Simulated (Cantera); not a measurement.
What does this Cantera script print?

```python
import numpy as np
import cantera as ct

gas = ct.Solution("gri30.yaml")
gas.TPX = 1325, 150000, {'CH4': 1, 'N2': 2.9}
reactor = ct.IdealGasConstPressureReactor(gas, energy="off", clone=False)
net = ct.ReactorNet([reactor])
net.rtol, net.atol = 1e-08, 1e-18
show = ['CH4', 'C2H', 'H2', 'HCN', 'C2H6', 'CH2']
times = np.geomspace(3e-06, 100, 14)

steps = ct.SolutionArray(gas, extra=["t"])
rows = []
print(f"{'t/s':>10s}{'T/K':>9s}{'P/Pa':>11s}" + "".join(f"{s:>11s}" for s in show))
for t in times:
    while net.time < t:
        t_next = net.step()
        steps.append(gas.state, t=t_next)
    rows.append([np.interp(t, steps.t, y) for y in (steps.T, steps.P, *steps(*show).X.T)])
    print(f"{t:10.3e}{rows[-1][0]:9.1f}{rows[-1][1]:11.4g}" + "".join(f"{x:11.3e}" for x in rows[-1][2:]))
rate = np.gradient(steps.T, steps.t)
print("integrator steps:", len(steps.t))
if steps.T.max() > steps.T[0] + 200:
    print(f"time of steepest temperature rise: {steps.t[rate.argmax()]:.4e} s")
gas.TPX = 1325, 150000, {'CH4': 1, 'N2': 2.9}
gas.equilibrate("TP")
print(f"equilibrium (TP): T = {gas.T:.1f} K  " + "  ".join(f"{s} {gas[s].X[0]:.3e}" for s in show))
```

Output:

```
       t/s      T/K       P/Pa        CH4        C2H         H2        HCN       C2H6        CH2
 3.000e-06   1325.0    1.5e+05  2.564e-01  8.564e-34  6.122e-09  4.635e-23  9.730e-15  3.674e-17
 1.137e-05   1325.0    1.5e+05  2.564e-01  2.153e-30  2.464e-08  7.053e-22  5.791e-13  3.928e-16
 4.310e-05   1325.0    1.5e+05  2.564e-01  3.273e-27  9.485e-08  1.032e-20  3.230e-11  4.892e-15
 1.634e-04   1325.0    1.5e+05  2.564e-01  3.422e-24  3.611e-07  1.526e-19  1.754e-09  6.653e-14
 6.192e-04   1325.0    1.5e+05  2.564e-01  3.406e-21  1.379e-06  2.723e-18  8.833e-08  8.337e-13
 2.347e-03   1325.0    1.5e+05  2.564e-01  2.057e-18  5.457e-06  4.221e-17  2.356e-06  4.065e-12
 8.896e-03   1325.0    1.5e+05  2.564e-01  5.839e-17  2.183e-05  2.550e-16  1.627e-05  5.370e-12
 3.372e-02   1325.0    1.5e+05  2.562e-01  6.220e-16  8.941e-05  1.217e-15  6.712e-05  8.307e-12
 1.278e-01   1325.0    1.5e+05  2.557e-01  1.485e-14  4.305e-04  6.456e-15  2.128e-04  1.670e-11
 4.845e-01   1325.0    1.5e+05  2.535e-01  4.460e-13  2.537e-03  3.964e-14  3.404e-04  2.417e-11
 1.836e+00   1325.0    1.5e+05  2.446e-01  4.550e-12  1.267e-02  2.654e-13  2.695e-04  2.047e-11
 6.960e+00   1325.0    1.5e+05  2.170e-01  1.648e-11  4.491e-02  1.732e-12  1.511e-04  1.411e-11
 2.638e+01   1325.0    1.5e+05  1.548e-01  4.306e-11  1.136e-01  1.558e-11  1.071e-04  1.279e-11
 1.000e+02   1325.0    1.5e+05  1.212e-01  7.270e-11  1.491e-01  2.311e-10  1.526e-04  1.851e-11
integrator steps: 1536
equilibrium (TP): T = 1325.0 K  CH4 1.102e-01  C2H 4.108e-11  H2 1.663e-01  HCN 5.002e-02  C2H6 1.132e-04  CH2 1.510e-11
```

Cantera simulation using GRI-Mech 3.0 (53 species, 325 reactions); the numbers are that mechanism's predictions, not measurements. GRI-Mech 3.0 stops at C3 and has no aromatics, soot or wall deposition, so with more carbon than oxygen in the feed, carbon stays in small species such as C2H2 where larger ones or solid carbon would form.
